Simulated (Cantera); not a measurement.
A Cantera script and its output.

```python
import numpy as np
import cantera as ct

gas = ct.Solution("gri30.yaml")


def delay(T, t_max=10):
    gas.TPX = T, 100000, {'CH4': 1, 'O2': 1.05, 'N2': 3.96}
    reactor = ct.IdealGasConstPressureReactor(gas, clone=False)
    net = ct.ReactorNet([reactor])
    net.rtol, net.atol = 1e-8, 1e-16
    while net.time < t_max:
        t_old, T_old = net.time, reactor.T
        net.step()
        if reactor.T > T + 400:  # ignition: a rise of 400 K
            return t_old + (T + 400 - T_old) / (reactor.T - T_old) * (net.time - t_old)
    return np.nan


taus = []
for T in [1073, 1173, 1273, 1373, 1473, 1573, 1673]:
    taus.append(delay(T))
    print(f"T0 = {T:6g} K   tau = {taus[-1]:.4e} s")
```

It prints:

```
T0 =   1073 K   tau = 4.6037e-01 s
T0 =   1173 K   tau = 9.7336e-02 s
T0 =   1273 K   tau = 2.3988e-02 s
T0 =   1373 K   tau = 6.6832e-03 s
T0 =   1473 K   tau = 2.0889e-03 s
T0 =   1573 K   tau = 7.4540e-04 s
T0 =   1673 K   tau = 3.0814e-04 s
```

Computed with Cantera and GRI-Mech 3.0 (53 species, 325 reactions).
